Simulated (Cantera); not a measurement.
Cantera with NASA thermochemical tables; ideal gases at 1 bar, condensed phases pure. Values are per mole of reaction as written; species without (g) are pure solids or liquids, kept so even where they would boil at 1 bar.

a) 1.333 B + O2(g) = 0.6667 B2O3(g)
b) 0.6667 Cr + O2(g) = 0.6667 CrO3(g)
c) Zr + O2(g) = ZrO2(g)

Order these by ΔG° at 1523 K, most negative first.

a (-518 kJ), c (-321 kJ), b (-124 kJ)
